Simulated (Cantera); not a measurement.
Gas mixture: 100 % NH3, at 1330 Pa, frozen composition.

Cantera's kinetic-theory transport with the Lennard-Jones parameters of GRI-Mech 3.0, ideal gas; thermal conductivity in the mixture-averaged form. Polar gases are described roughly by these parameters. The composition is frozen, though it would react at the higher temperatures.

One state of this run: ρ (kg/m³) = 0.00273; cp (J/kg/K) = 3319; μ (µPa s) = 33.6; λ (mW/m/K) = 154; Pr = 0.725; D (cm²/s) CO2 = 119; D (cm²/s) N2 = 149; D (cm²/s) CH4 = 156. D: mixture-averaged diffusion coefficient of that species in the mixture.

Q: Which value of T (K) does it belong to?
(A) 400
(B) 1200
(C) 800
(D) 1000

A: D, 1000
